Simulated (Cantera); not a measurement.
Feed: 1 mol Si, 1.6 mol HCl, 2.8 mol H2, equilibrated at 802 °C and 0.500 bar.

Method: chemical equilibrium by Gibbs-energy minimisation in Cantera with the NASA 1993 tables (ideal gas, pure condensed phases). Candidate condensed phases: Si; 19 gas species. The tables' values for SiCl3 are old estimates; treat these amounts as uncertain. Equilibrium is a limit: real reactors are often held back by kinetics, nucleation or transport.

**Question.** What is the equilibrium state?

**Answer.** 
* **x(H2)**: 0.873
* **x(SiCl4)**: 0.0669
* **x(SiHCl3)**: 0.0331
* **x(HCl)**: 0.0219
* **x(SiCl3)**: 0.00213
* **x(SiH2Cl2)**: 0.00191
* **x(SiCl2)**: 0.00108
* **x(SiH3Cl)**: 2.91e-5
* **n(Si(s))**: 0.581 mol
* **gas amount**: 3.989 mol
